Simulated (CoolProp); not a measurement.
Saturation properties of ethanol (Tc = 514.7 K, pc = 6.268 MPa, ω = 0.644).

Model: reference Helmholtz-energy equation of state, Schroeder 2014, in CoolProp.

| T (K) | p (MPa) | liquid cp (kJ/(kg K)) | vapour viscosity (µPa s) |
|---|---|---|---|
| 325 | 0.03212 | 2.666 | 9.59 |
| 336.6 | 0.05443 | 2.778 | 9.94 |
| 348.2 | 0.08858 | 2.896 | 10.3 |
| 359.9 | 0.1395 | 3.022 | 10.6 |
| 371.5 | 0.2118 | 3.154 | 11.0 |
| 383.1 | 0.3121 | 3.296 | 11.3 |
| 394.7 | 0.4478 | 3.445 | 11.7 |
| 406.4 | 0.6286 | 3.603 | 12.0 |
| 418 | 0.8604 | 3.762 | 12.4 |
| 429.6 | 1.154 | 3.920 | 12.8 |
| 441.2 | 1.519 | 4.076 | 13.2 |
| 452.9 | 1.970 | 4.245 | 13.6 |
| 464.5 | 2.510 | 4.457 | 14.2 |
| 476.1 | 3.155 | 4.791 | 14.8 |
| 487.8 | 3.925 | 5.464 | 15.7 |

It boils at 351.6 K under 1 atm.

Viscosity comes from a separate model (Kiselev 2005).
